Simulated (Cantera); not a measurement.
Cantera run, input and output.

```python
import numpy as np
import cantera as ct

gas = ct.Solution("h2o2.yaml")
gas.TPX = 1425, 2600, {'H2': 0.23, 'O2': 1, 'N2': 0.29}
reactor = ct.IdealGasConstPressureReactor(gas, energy="off", clone=False)
net = ct.ReactorNet([reactor])
net.rtol, net.atol = 1e-08, 1e-18
show = ['H2', 'O2', 'HO2', 'H2O', 'H2O2', 'OH', 'O']
times = np.geomspace(1e-06, 100, 15)

steps = ct.SolutionArray(gas, extra=["t"])
rows = []
print(f"{'t/s':>10s}{'T/K':>9s}{'P/Pa':>11s}" + "".join(f"{s:>11s}" for s in show))
for t in times:
    while net.time < t:
        t_next = net.step()
        steps.append(gas.state, t=t_next)
    rows.append([np.interp(t, steps.t, y) for y in (steps.T, steps.P, *steps(*show).X.T)])
    print(f"{t:10.3e}{rows[-1][0]:9.1f}{rows[-1][1]:11.4g}" + "".join(f"{x:11.3e}" for x in rows[-1][2:]))
rate = np.gradient(steps.T, steps.t)
print("integrator steps:", len(steps.t))
if steps.T.max() > steps.T[0] + 200:
    print(f"time of steepest temperature rise: {steps.t[rate.argmax()]:.4e} s")
gas.TPX = 1425, 2600, {'H2': 0.23, 'O2': 1, 'N2': 0.29}
gas.equilibrate("TP")
print(f"equilibrium (TP): T = {gas.T:.1f} K  " + "  ".join(f"{s} {gas[s].X[0]:.3e}" for s in show))
```

Result:

```
       t/s      T/K       P/Pa         H2         O2        HO2        H2O       H2O2         OH          O
 1.000e-06   1425.0       2600  1.513e-01  6.579e-01  6.377e-09  9.093e-12  4.091e-13  2.174e-10  2.197e-10
 3.728e-06   1425.0       2600  1.513e-01  6.579e-01  2.377e-08  4.287e-10  5.666e-12  2.679e-09  2.778e-09
 1.389e-05   1425.0       2600  1.513e-01  6.579e-01  8.857e-08  1.724e-08  7.798e-11  2.748e-08  3.068e-08
 5.179e-05   1425.0       2600  1.513e-01  6.579e-01  3.300e-07  7.357e-07  1.048e-09  3.720e-07  4.515e-07
 1.931e-04   1425.0       2600  1.504e-01  6.573e-01  1.675e-06  6.138e-04  1.365e-08  2.202e-04  2.711e-04
 7.197e-04   1425.0       2600  7.204e-03  5.590e-01  6.781e-06  1.179e-01  2.524e-07  1.434e-02  7.075e-02
 2.683e-03   1425.0       2600  6.140e-03  5.723e-01  6.933e-06  1.270e-01  2.603e-07  1.339e-02  5.746e-02
 1.000e-02   1425.0       2600  3.180e-03  6.022e-01  6.530e-06  1.467e-01  2.432e-07  9.866e-03  2.713e-02
 3.728e-02   1425.0       2600  4.949e-04  6.250e-01  3.017e-06  1.604e-01  1.197e-07  3.955e-03  4.013e-03
 1.389e-01   1425.0       2600  4.332e-05  6.291e-01  5.131e-07  1.630e-01  3.273e-08  1.177e-03  3.490e-04
 5.179e-01   1425.0       2600  5.393e-06  6.297e-01  1.262e-07  1.635e-01  8.559e-09  4.165e-04  4.358e-05
 1.931e+00   1425.0       2600  1.202e-06  6.298e-01  1.178e-07  1.636e-01  3.260e-09  1.970e-04  9.741e-06
 7.197e+00   1425.0       2600  8.484e-07  6.298e-01  1.293e-07  1.636e-01  2.757e-09  1.655e-04  6.881e-06
 2.683e+01   1425.0       2600  8.475e-07  6.298e-01  1.293e-07  1.636e-01  2.755e-09  1.655e-04  6.874e-06
 1.000e+02   1425.0       2600  8.475e-07  6.298e-01  1.293e-07  1.636e-01  2.755e-09  1.655e-04  6.874e-06
integrator steps: 1867
equilibrium (TP): T = 1425.0 K  H2 8.475e-07  O2 6.298e-01  HO2 1.293e-07  H2O 1.636e-01  H2O2 2.755e-09  OH 1.655e-04  O 6.874e-06
```

Detailed kinetics in Cantera: the H2/O2 subset of GRI-Mech 3.0, which has no nitrogen chemistry. Radical loss at walls, strong at low pressure, is not modelled. The temperature is held fixed by assumption; the heat of reaction is taken as removed at once.
